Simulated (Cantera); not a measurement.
What does this Cantera script print?

```python
import numpy as np
import cantera as ct

gas = ct.Solution("gri30.yaml")
gas.TPX = 525, 500000, {'CH4': 1, 'O2': 2.74, 'N2': 7.67}
flame = ct.FreeFlame(gas, width=0.013)
flame.set_refine_criteria(ratio=3, slope=0.08, curve=0.16)
flame.transport_model = "mixture-averaged"
flame.solve(loglevel=0, auto=True)
z, T = flame.grid, flame.T
thick = (T[-1] - T[0]) / np.gradient(T, z).max()
show = ['CH4', 'O2', 'H2O', 'C2H6', 'NO2', 'C2H4']
print(f"laminar burning velocity  {flame.velocity[0] * 100:.3f} cm/s")
print(f"burnt temperature         {T[-1]:.1f} K")
print(f"thermal thickness         {thick * 1e3:.4f} mm")
print(f"grid points               {len(z)}")
z0 = z[flame.heat_release_rate.argmax()]
print(f"{'z/mm':>9s}{'T/K':>9s}{'u/(m/s)':>9s}" + "".join(f"{s:>11s}" for s in show))
rows = []
for k in (-3, -2, -1.5, -1, -0.5, -0.25, 0, 0.25, 0.5, 1, 2, 4, 8):
    zz = z0 + k * thick
    rows.append([k * thick, np.interp(zz, z, T), np.interp(zz, z, flame.velocity),
                 *(np.interp(zz, z, flame.X[gas.species_index(s)]) for s in show)])
    print(f"{rows[-1][0] * 1e3:9.3f}{rows[-1][1]:9.1f}{rows[-1][2]:9.3f}" + "".join(f"{x:11.3e}" for x in rows[-1][3:]))
```

Output:

```
laminar burning velocity  65.376 cm/s
burnt temperature         2312.3 K
thermal thickness         0.0922 mm
grid points               140
     z/mm      T/K  u/(m/s)        CH4         O2        H2O       C2H6        NO2       C2H4
   -0.277    525.9    0.655  8.751e-02  2.399e-01  1.877e-04  1.033e-07  9.735e-10  8.787e-08
   -0.184    530.4    0.661  8.709e-02  2.394e-01  1.024e-03  8.658e-07  7.013e-09  6.807e-07
   -0.138    544.9    0.681  8.598e-02  2.382e-01  3.420e-03  4.698e-06  3.101e-08  3.365e-06
   -0.092    626.5    0.786  8.055e-02  2.315e-01  1.497e-02  4.299e-05  1.863e-07  2.676e-05
   -0.046   1037.2    1.314  5.516e-02  1.945e-01  6.263e-02  4.160e-04  4.835e-07  2.323e-04
   -0.023   1445.1    1.841  2.971e-02  1.532e-01  1.051e-01  5.631e-04  2.224e-07  4.399e-04
    0.000   1843.7    2.356  6.444e-03  1.071e-01  1.446e-01  6.764e-05  4.591e-08  2.234e-04
    0.023   2025.5    2.579  3.449e-04  8.230e-02  1.592e-01  1.907e-07  2.612e-08  7.929e-06
    0.046   2102.9    2.664  1.003e-05  7.423e-02  1.623e-01  1.516e-10  3.370e-08  8.843e-08
    0.092   2191.1    2.759  1.320e-08  6.905e-02  1.653e-01  4.814e-16  4.792e-08  2.304e-11
    0.184   2264.8    2.839  7.811e-13  6.627e-02  1.691e-01  2.875e-22  6.567e-08  1.998e-16
    0.369   2303.1    2.880  8.063e-15  6.518e-02  1.715e-01  2.017e-27  7.941e-08  6.338e-23
    0.737   2312.5    2.890  9.792e-16  6.492e-02  1.721e-01  9.030e-29  1.096e-07  1.008e-24
```

Detailed kinetics in Cantera: GRI-Mech 3.0 (53 species, 325 reactions). Burning velocities carry a grid error of a few per cent, more on coarse grids.
